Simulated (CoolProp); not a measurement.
A Linde-Hampson liquefier for ethane: isothermal reversible compression at 320 K from 1 atm to 20 MPa, throttling to 1 atm, return gas leaving the recuperator 2 K below the feed. Each further row changes one setting.

Computed with CoolProp (reference Helmholtz-energy equation of state, Bücker 2006).

```csv
case,liquid yield per pass,compression work (kJ/kg of gas)
as stated,0.462,366
high pressure 40 MPa,0.458,414
warm-end temperature 350 K,0.377,429
warm-end gap 7 K,0.455,366
```
